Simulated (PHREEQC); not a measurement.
Consider water at 25 °C with 4.1 mmol/kgw TMAH, 1.3 mmol/kgw K2SO4 and 9.7 mmol/kgw CO2. Closed to the air; pH follows from the charge balance.

All values are PHREEQC results (ion-association model, phreeqc.dat), not measurements.

Each row changes one thing in this solution. This is a speciation only: nothing precipitates in the calculation.

```tsv
case	pH	ionic strength (mol/kgw)	KSO4- (mol/kgw)
as made	6.18	0.00797	1.61e-5
CO2 from 0.0097 to 0.0146 mol/kgw	5.90	0.00797	1.61e-5
CO2 left out	11.57	0.00797	1.61e-5
diluted 10-fold with water	6.20	0.000800	2.08e-7
TMAH left out	4.20	0.00392	1.77e-5
temperature from 25 to 35 °C	6.13	0.00796	1.89e-5
temperature from 25 to 10 °C	6.29	0.00798	1.24e-5
```

Complexes and solids missing from the database can't appear. (CH3)4N+ isn't in the database: it is added as a free cation with an ion size of 4 Å. At this temperature some constants are extrapolated from 25 °C, and those without enthalpy data are left unchanged.
